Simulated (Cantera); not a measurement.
A perfectly stirred reactor is fed with C₂H₆ : H₂ = 1 : 10 (molar parts), at 0.188 atm; it is held at 1798 K, and followed from long to short residence time.

Detailed kinetics in Cantera: GRI-Mech 3.0 (53 species, 325 reactions). GRI-Mech 3.0 stops at C3 and has no aromatics, soot or wall deposition, so with more carbon than oxygen in the feed, carbon stays in small species such as C2H2 where larger ones or solid carbon would form.

Q: Predict: x(C₂H₆) at τ = 0.380 s; x(H₂) at τ = 0.380 s; x(H) at τ = 0.380 s; x(CH₂) at τ = 0.380 s; x(C₂H₂) at τ = 0.380 s; x(C₂H₆) at τ = 10.0 ms; x(H₂) at τ = 10.0 ms; x(H) at τ = 10.0 ms; x(CH₂) at τ = 10.0 ms; x(C₂H₂) at τ = 10.0 ms.

A: x(C₂H₆) at τ = 0.380 s: 7.89e-6
x(H₂) at τ = 0.380 s: 0.912
x(H) at τ = 0.380 s: 0.000844
x(CH₂) at τ = 0.380 s: 3.19e-7
x(C₂H₂) at τ = 0.380 s: 0.0689
x(C₂H₆) at τ = 10.0 ms: 0.000204
x(H₂) at τ = 10.0 ms: 0.891
x(H) at τ = 10.0 ms: 0.00129
x(CH₂) at τ = 10.0 ms: 1.85e-6
x(C₂H₂) at τ = 10.0 ms: 0.0530
